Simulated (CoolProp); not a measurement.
Saturated liquid density (kg/m³) of nitrous oxide: the reference equation beside estimates from Tc = 309.5 K, pc = 7.245 MPa, ω = 0.161. Rackett uses Z = 0.29056 − 0.08775 ω.

The numbers come from the reference Helmholtz-energy equation of state, Lemmon 2006 in CoolProp. It is a short technical equation, of lower accuracy than the large ones.

```json
[
 {"T (K)": "215.4", "reference": "1135", "Rackett": "(withheld)", "Redlich-Kwong": "1030", "Soave-Redlich-Kwong": "1053"},
 {"T (K)": "218", "reference": "1127", "Rackett": "1111", "Redlich-Kwong": "1021", "Soave-Redlich-Kwong": "1044"},
 {"T (K)": "220.6", "reference": "1118", "Rackett": "1103", "Redlich-Kwong": "1011", "Soave-Redlich-Kwong": "1035"},
 {"T (K)": "223.1", "reference": "1110", "Rackett": "1095", "Redlich-Kwong": "1002", "Soave-Redlich-Kwong": "1026"},
 {"T (K)": "225.7", "reference": "1101", "Rackett": "1086", "Redlich-Kwong": "992.3", "Soave-Redlich-Kwong": "1017"},
 {"T (K)": "228.3", "reference": "1092", "Rackett": "1078", "Redlich-Kwong": "982.5", "Soave-Redlich-Kwong": "1007"},
 {"T (K)": "230.9", "reference": "1083", "Rackett": "1069", "Redlich-Kwong": "(withheld)", "Soave-Redlich-Kwong": "997.3"},
 {"T (K)": "233.4", "reference": "1074", "Rackett": "(withheld)", "Redlich-Kwong": "(withheld)", "Soave-Redlich-Kwong": "987.7"},
 {"T (K)": "236", "reference": "1064", "Rackett": "1052", "Redlich-Kwong": "952.0", "Soave-Redlich-Kwong": "977.5"},
 {"T (K)": "238.6", "reference": "1055", "Rackett": "1043", "Redlich-Kwong": "941.3", "Soave-Redlich-Kwong": "967.0"},
 {"T (K)": "241.2", "reference": "(withheld)", "Rackett": "1033", "Redlich-Kwong": "930.4", "Soave-Redlich-Kwong": "956.3"}
]
```

Some entries are withheld; supply them.


- 215.4, Rackett: 1119
- 230.9, Redlich-Kwong: 972.4
- 233.4, Rackett: 1061
- 233.4, Redlich-Kwong: 962.5
- 241.2, reference: 1045

Absolute difference from the reference over all 11 rows, mean and median: Rackett 1.3 and 1.3 %, Redlich-Kwong 10.1 and 10.0 %, Soave-Redlich-Kwong 7.8 and 7.8 %.
